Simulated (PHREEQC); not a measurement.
Make-up at 46 °C: 0.12 mol Cu(NO3)2 and 0.00022 mol HBF4 per kg of water. Closed to the air; pH follows from the charge balance.

All values are PHREEQC results (ion-association model, phreeqc.dat), not measurements.

Each row changes one thing in this solution. This is a speciation only: nothing precipitates in the calculation.

| case | pH | F- (mol/kgw) | HF (mol/kgw) | CuF+ (mol/kgw) | Cu2(OH)2+2 (mol/kgw) | CuOH+ (mol/kgw) |
|---|---|---|---|---|---|---|
| as made | 3.31 | 0.000387 | 0.000252 | 0.000239 | 4.62e-6 | 9.61e-7 |
| diluted 5-fold with water | 3.88 | 0.000122 | 2.75e-5 | 2.66e-5 | 4.60e-6 | 9.80e-7 |
| Cu(NO3)2 from 0.12 to 0.108 mol/kgw | 3.31 | 0.000392 | ? | 0.000227 | 4.02e-6 | 8.89e-7 |
| temperature from 46 to 10 °C | 3.26 | 0.000470 | 0.000181 | ? | 1.18e-7 | 9.07e-7 |
| temperature from 46 to 25 °C | 3.28 | 0.000435 | 0.000207 | 0.000235 | 6.01e-7 | ? |
| HBF4 from 0.00022 to 0.0022 mol/kgw | 2.66 | 0.00111 | 0.00322 | 0.000684 | 2.31e-7 | 2.15e-7 |
| HBF4 from 0.00022 to 2.2e-05 mol/kgw | 3.84 | 4.86e-5 | 9.34e-6 | 3.00e-5 | 5.31e-5 | 3.26e-6 |
| Cu(NO3)2 from 0.12 to 0.132 mol/kgw | 3.31 | 0.000383 | 0.000246 | 0.000250 | 5.20e-6 | 1.03e-6 |
| temperature from 46 to 55 °C | ? | 0.000366 | 0.000275 | 0.000237 | 1.01e-5 | 9.69e-7 |

Task: Some entries are withheld; supply them.

Result: 
- Cu(NO3)2 from 0.12 to 0.108 mol/kgw, HF (mol/kgw): 0.000259
- temperature from 46 to 10 °C, CuF+ (mol/kgw): 0.000226
- temperature from 46 to 25 °C, CuOH+ (mol/kgw): 9.28e-7
- temperature from 46 to 55 °C, pH: 3.32

Species that the database lacks are ignored. Constants without temperature data keep their 25 °C values here. Real BF4- forms and hydrolyses slowly; the run takes it at equilibrium.
